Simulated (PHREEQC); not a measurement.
1.6 g of hydrous ferric oxide (600 m²/g; 0.2 weak and 0.005 strong sites per Fe, Dzombak-Morel constants, diffuse double layer) in 1 kg of water with 0.01 mol/kgw of an inert sodium salt and 0.0083 mmol/kgw CaCl2, at 25 °C; the pH is set by adding NaOH or the inert anion's acid. Oxygen is held at 0.21 atm. CO2 from the air is kept out. No solid was allowed to form.

Base run: PHREEQC, ion-association model, wateq4f.dat. Each further column changes one thing. The table gives surface charge σ (C/m²).

```
pH     base  background salt from 0.01 to 0.001 mol/kgw  oxide from 1.6 to 8 g/kgw  0.002 mol/kgw ZnSO4 added
---  ------  ------------------------------------------  -------------------------  -------------------------
4     0.221                                       0.136                      0.239                      0.043
4.5   0.164                                       0.088                      0.177                      0.040
5     0.115                                       0.055                      0.123                      0.036
5.5   0.078                                       0.034                      0.082                      0.030
6     0.050                                       0.020                      0.052                      0.025
6.5   0.031                                       0.011                      0.031                      0.022
7     0.017                                       0.006                      0.018                      0.022
7.5   0.008                                       0.003                      0.008                      0.023
8     0.001                                       0.000                      0.001                      0.023
8.5  -0.005                                      -0.002                     -0.005                      0.022
9    -0.013                                      -0.004                     -0.013                      0.018
9.5  -0.024                                      -0.009                     -0.025                      0.009
10   -0.040                                      -0.016                     -0.042                      0.001
```

 In at least one series the solution becomes supersaturated in solids that the run did not let form, among them Zn(OH)2-a, Zn4(OH)6SO4.
